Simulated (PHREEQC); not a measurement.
# Buffer: an equilibrium model

Solution (20 °C): 0.006 mol/kgw KH2PO4 and 6.3e-05 mol/kgw Na2CO3. Closed to the air; pH follows from the charge balance.

Computed with PHREEQC (ion-association model, wateq4f.dat).

```
Property                   Result
----------------  ---------------
pH                           5.44
ionic strength    0.00625 mol/kgw
total alkalinity     0.126 meq/kg
```

| species | molality | activity | log γ |
|---|---|---|---|
| K+ | 0.00600 | 0.00551 | -0.037 |
| H2PO4- | 0.00587 | 0.00542 | -0.035 |
| Na+ | 0.000126 | 0.000116 | -0.036 |
| HPO4-2 | 0.000125 | 8.99e-5 | -0.142 |
| CO2 | 5.61e-5 | 5.61e-5 | 0.001 |
| HCO3- | 6.95e-6 | 6.41e-6 | -0.035 |
| H+ | 3.91e-6 | 3.63e-6 | -0.032 |
| H3PO4 | 2.72e-6 | 2.73e-6 | 0.001 |
| KHPO4- | 1.05e-6 | 9.67e-7 | -0.035 |

Precipitation was switched off in this run. H3PO4, which wateq4f.dat lacks, is added to it with the constant of phreeqc.dat.
